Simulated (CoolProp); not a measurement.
Saturation properties of toluene (Tc = 318.6 °C, pc = 4.126 MPa, ω = 0.266).

Model: reference Helmholtz-energy equation of state, Lemmon 2006, in CoolProp. It is a short technical equation, of lower accuracy than the large ones.

```tsv
T (°C)	p (MPa)	vapour density (kg/m³)	liquid cp (kJ/(kg K))	surface tension (mN/m)
165.05	0.3823	10.77	2.221	12.1
174.65	0.4654	13.04	2.262	11.1
184.25	0.5614	15.69	2.305	10.2
193.85	0.6715	18.77	2.350	9.24
203.45	0.7971	22.34	2.398	8.34
213.05	0.9396	26.49	2.448	7.45
222.65	1.100	31.30	2.503	6.59
232.25	1.281	36.90	2.563	5.75
241.85	1.482	43.46	2.631	4.94
251.45	1.707	51.20	2.710	4.15
261.05	1.957	60.41	2.806	3.40
270.65	2.234	71.57	2.928	2.69
280.25	2.540	85.36	3.095	2.02
289.75	2.875	102.8	3.351	1.40
299.35	3.249	126.6	3.841	0.828
```

It boils at 110.6 °C under 1 atm.

Surface tension comes from a separate correlation (Mulero 2012).
